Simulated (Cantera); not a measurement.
An adiabatic, constant-pressure homogeneous reactor starts with CO : H2 : CH4 : O2 : N2 = 1 : 0.069 : 1.4 : 5.47 : 60.1 (molar parts), equivalence ratio 0.61, at 1425 K and 4.93 atm.

Cantera simulation using GRI-Mech 3.0 (53 species, 325 reactions); the numbers are that mechanism's predictions, not measurements.

x: mole fraction; the columns are a selection and need not sum to one.

| t (s) | T (K) | x CO | x H2 | x CH4 | x HCN | x CH2CO | x H |
|---|---|---|---|---|---|---|---|
| 5.00e-6 | 1425 | 0.0147 | 0.00101 | 0.0206 | <1e-12 | <1e-12 | 2.26e-9 |
| 2.11e-5 | 1425 | 0.0147 | 0.00101 | 0.0206 | <1e-12 | 1.05e-11 | 4.59e-9 |
| 8.91e-5 | 1425 | 0.0147 | 0.00101 | 0.0206 | <1e-12 | 3.23e-10 | (withheld) |
| 0.000376 | 1426 | 0.0147 | 0.00102 | 0.0203 | <1e-12 | 4.60e-8 | 1.87e-7 |
| 0.00159 | 1991 | (withheld) | (withheld) | <1e-12 | <1e-12 | <1e-12 | (withheld) |
| 0.00671 | 1994 | 0.000113 | 2.95e-5 | <1e-12 | <1e-12 | <1e-12 | 3.82e-6 |
| 0.0283 | 1994 | 0.000113 | 2.95e-5 | <1e-12 | <1e-12 | <1e-12 | 3.81e-6 |
| 0.120 | 1994 | 0.000113 | 2.94e-5 | <1e-12 | <1e-12 | <1e-12 | 3.80e-6 |
| 0.505 | 1992 | 0.000112 | 2.92e-5 | <1e-12 | <1e-12 | <1e-12 | 3.75e-6 |
| 2.13 | 1989 | 0.000110 | 2.88e-5 | <1e-12 | <1e-12 | <1e-12 | 3.64e-6 |
| 9.00 | 1987 | 0.000109 | 2.86e-5 | <1e-12 | <1e-12 | <1e-12 | 3.58e-6 |

Question: Some entries are withheld; supply them.

Answer: 
- 8.91e-5, x H: 2.20e-8
- 0.00159, x CO: 0.000290
- 0.00159, x H2: 5.76e-5
- 0.00159, x H: 1.01e-5
